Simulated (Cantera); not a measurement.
## Adiabatic ignition

An adiabatic, constant-volume homogeneous reactor starts with 6.83 % CH₄, 1.57 % CO, 9.63 % O₂, 82.0 % N₂, at 1475 K and 0.600 bar.

Detailed kinetics in Cantera: GRI-Mech 3.0 (53 species, 325 reactions).

| t (s) | T (K) | P (bar) | x CH₄ | x CO | x O₂ | x H₂O | x CH₂CO |
|---|---|---|---|---|---|---|---|
| 2.00e-6 | 1475 | 0.600 | 0.0683 | 0.0157 | 0.0963 | 2.94e-9 | <1e-12 |
| 5.91e-6 | 1475 | 0.600 | 0.0683 | 0.0157 | 0.0963 | 2.28e-8 | <1e-12 |
| 1.75e-5 | 1475 | 0.600 | 0.0683 | 0.0157 | 0.0963 | 1.03e-7 | 1.02e-12 |
| 5.16e-5 | 1475 | 0.600 | 0.0683 | 0.0157 | 0.0963 | 4.62e-7 | 9.81e-12 |
| 0.000152 | 1475 | 0.600 | 0.0683 | 0.0157 | 0.0963 | 2.63e-6 | 1.00e-10 |
| 0.000451 | 1475 | 0.600 | 0.0683 | 0.0157 | 0.0963 | 1.88e-5 | 1.18e-9 |
| 0.00133 | 1476 | 0.600 | 0.0680 | 0.0157 | 0.0961 | 0.000179 | 3.30e-8 |
| 0.00393 | 1499 | 0.610 | 0.0636 | 0.0166 | 0.0934 | 0.00331 | 1.21e-5 |
| 0.0116 | 2508 | 1.07 | <1e-12 | 0.0568 | 0.000240 | 0.0916 | <1e-12 |
| 0.0344 | 2505 | 1.06 | <1e-12 | 0.0569 | 0.000233 | 0.0915 | <1e-12 |
| 0.102 | 2505 | 1.06 | <1e-12 | 0.0569 | 0.000233 | 0.0915 | <1e-12 |
| 0.300 | 2505 | 1.06 | <1e-12 | 0.0569 | 0.000233 | 0.0915 | <1e-12 |
x: mole fraction; the columns are a selection and need not sum to one.

- time of steepest temperature rise: 5.18 ms
- temperature at 0.300 s: 2505 K
- equilibrium temperature: 2505 K
- x(CH₄) at 0.300 s: <1e-12 (gas-phase equilibrium <1e-12)
- x(CO) at 0.300 s: 0.0569 (gas-phase equilibrium 0.0569)
- x(O₂) at 0.300 s: 0.000233 (gas-phase equilibrium 0.000233)
